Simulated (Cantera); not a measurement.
What does this Cantera script print?

```python
import numpy as np
import cantera as ct

gas = ct.Solution("gri30.yaml")
gas.TPX = 1475, 28000, {'CO': 1, 'H2': 0.069, 'CH4': 0.24, 'O2': 2.3, 'N2': 10.1}
reactor = ct.IdealGasConstPressureReactor(gas, energy="on", clone=False)
net = ct.ReactorNet([reactor])
net.rtol, net.atol = 1e-08, 1e-16
show = ['CO', 'H2', 'CH4', 'C2H2', 'C2H6', 'C2H']
times = np.geomspace(8e-06, 4, 13)

steps = ct.SolutionArray(gas, extra=["t"])
rows = []
print(f"{'t/s':>10s}{'T/K':>9s}{'P/Pa':>11s}" + "".join(f"{s:>11s}" for s in show))
for t in times:
    while net.time < t:
        t_next = net.step()
        steps.append(gas.state, t=t_next)
    rows.append([np.interp(t, steps.t, y) for y in (steps.T, steps.P, *steps(*show).X.T)])
    print(f"{t:10.3e}{rows[-1][0]:9.1f}{rows[-1][1]:11.4g}" + "".join(f"{x:11.3e}" for x in rows[-1][2:]))
rate = np.gradient(steps.T, steps.t)
print("integrator steps:", len(steps.t))
if steps.T.max() > steps.T[0] + 200:
    print(f"time of steepest temperature rise: {steps.t[rate.argmax()]:.4e} s")
gas.TPX = 1475, 28000, {'CO': 1, 'H2': 0.069, 'CH4': 0.24, 'O2': 2.3, 'N2': 10.1}
gas.equilibrate("HP")
print(f"equilibrium (HP): T = {gas.T:.1f} K  " + "  ".join(f"{s} {gas[s].X[0]:.3e}" for s in show))
```

Result:

```
       t/s      T/K       P/Pa         CO         H2        CH4       C2H2       C2H6        C2H
 8.000e-06   1475.0    2.8e+04  7.294e-02  5.033e-03  1.751e-02  9.023e-19  1.919e-14  5.158e-27
 2.388e-05   1475.0    2.8e+04  7.294e-02  5.033e-03  1.751e-02  1.947e-17  1.814e-12  3.589e-25
 7.127e-05   1475.0    2.8e+04  7.294e-02  5.033e-03  1.750e-02  2.648e-15  1.925e-10  1.211e-22
 2.127e-04   1475.0    2.8e+04  7.294e-02  5.031e-03  1.749e-02  1.164e-12  2.518e-08  2.112e-19
 6.350e-04   1478.6    2.8e+04  7.285e-02  5.017e-03  1.652e-02  4.406e-08  4.181e-05  6.035e-13
 1.895e-03   1990.2    2.8e+04  2.586e-02  2.528e-03  1.305e-19  5.386e-24  1.066e-35  1.445e-25
 5.657e-03   2212.2    2.8e+04  1.507e-02  1.257e-03  2.180e-20  8.158e-24  1.803e-37  3.769e-25
 1.688e-02   2316.1    2.8e+04  7.942e-03  6.149e-04  1.328e-20  3.616e-24  1.219e-38  1.676e-25
 5.040e-02   2322.9    2.8e+04  7.115e-03  5.494e-04  1.234e-20  2.906e-24  8.494e-39  1.319e-25
 1.504e-01   2316.8    2.8e+04  6.929e-03  5.371e-04  1.158e-20  2.557e-24  7.565e-39  1.124e-25
 4.490e-01   2312.3    2.8e+04  6.791e-03  5.279e-04  1.102e-20  2.315e-24  6.916e-39  9.938e-26
 1.340e+00   2311.8    2.8e+04  6.779e-03  5.271e-04  1.097e-20  2.294e-24  6.859e-39  9.826e-26
 4.000e+00   2311.8    2.8e+04  6.779e-03  5.271e-04  1.097e-20  2.294e-24  6.859e-39  9.826e-26
integrator steps: 1792
time of steepest temperature rise: 8.0338e-04 s
equilibrium (HP): T = 2311.8 K  CO 6.779e-03  H2 5.271e-04  CH4 1.704e-20  C2H2 2.667e-24  C2H6 1.412e-38  C2H 1.056e-25
```

Cantera simulation using GRI-Mech 3.0 (53 species, 325 reactions); the numbers are that mechanism's predictions, not measurements.
